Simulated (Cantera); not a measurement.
Cantera with NASA thermochemical tables; ideal gases at 1 bar, condensed phases pure. Values are per mole of reaction as written; species without (g) are pure solids or liquids, kept so even where they would boil at 1 bar.

3 OH(g) + 2 Cr → Cr2O3 + 3 H(g), with ΔH° = -599.1 kJ and ΔS° = -174.2 J/K at 300 K.

Q: How far is the shortcut ΔG° ≈ ΔH°(300 K) − T·ΔS°(300 K) from the full temperature-dependent value at 2175, 2325, 2475, 2625, 2775, 2925 K?

A: 
| T (K) | shortcut (kJ) | full (kJ) | difference (kJ) | difference in log10 K | condensed phases |
|---|---|---|---|---|---|
| 2175 | -220.2 | -303.4 | 83.3 | -2.00 | Cr(l), Cr2O3(s) |
| 2325 | -194.0 | -283.0 | 89.0 | -2.00 | Cr(l), Cr2O3(s) |
| 2475 | -167.9 | -262.7 | 94.8 | -2.00 | Cr(l), Cr2O3(s) |
| 2625 | -141.8 | -243.7 | 102.0 | -2.03 | Cr(l), Cr2O3(l) |
| 2775 | -115.6 | -231.3 | 115.7 | -2.18 | Cr(l), Cr2O3(l) |
| 2925 | -89.5 | -219.2 | 129.7 | -2.32 | Cr(l), Cr2O3(l) |
The shortcut ignores heat capacities and the phase changes listed.
